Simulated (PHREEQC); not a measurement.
Dissolve 1.3 mmol/kgw Ag2SO4, 18 mmol/kgw NaNO3 and 40 mmol/kgw Zn(NO3)2 at 25 °C. Closed to the air; pH follows from the charge balance.

Computed with PHREEQC (ion-association model, wateq4f.dat).

Each row changes one thing in this solution. No solid was allowed to form.

```tsv
case	pH	ionic strength (mol/kgw)	ZnSO4 (mol/kgw)	SO4-2 (mol/kgw)	AgNO3 (mol/kgw)	NaSO4- (mol/kgw)	SI of Zincite(c) (ZnO)	SI of Zn(OH)2-e (Zn(OH)2)
as made	5.39	0.139	0.000658	0.000607	6.80e-5	1.81e-5	-2.20	-2.56
NaNO3 replaced by NaOH at the same molality	8.36	0.111	0.000603	0.000658	5.84e-5	2.12e-5	+3.63	+3.27
NaNO3 from 0.018 to 0.036 mol/kgw	5.40	[?]	[?]	0.000625	7.80e-5	[?]	-2.20	-2.56
diluted 5-fold with water	[?]	0.0280	9.12e-5	0.000166	[?]	1.61e-6	-2.19	-2.55
0.00088 mol/kgw NaCl added	5.39	0.139	0.000658	0.000608	5.29e-5	1.90e-5	-2.20	-2.56
```

Fill in the missing entries.


- NaNO3 from 0.018 to 0.036 mol/kgw, ionic strength (mol/kgw): 0.157
- NaNO3 from 0.018 to 0.036 mol/kgw, ZnSO4 (mol/kgw): 0.000623
- NaNO3 from 0.018 to 0.036 mol/kgw, NaSO4- (mol/kgw): 3.57e-5
- diluted 5-fold with water, pH: 5.65
- diluted 5-fold with water, AgNO3 (mol/kgw): 3.71e-6

Complexes and solids missing from the database can't appear. Some of these states are supersaturated (in Zn(OH)2-e, Zn4(OH)6SO4, Cerargyrite, for instance).
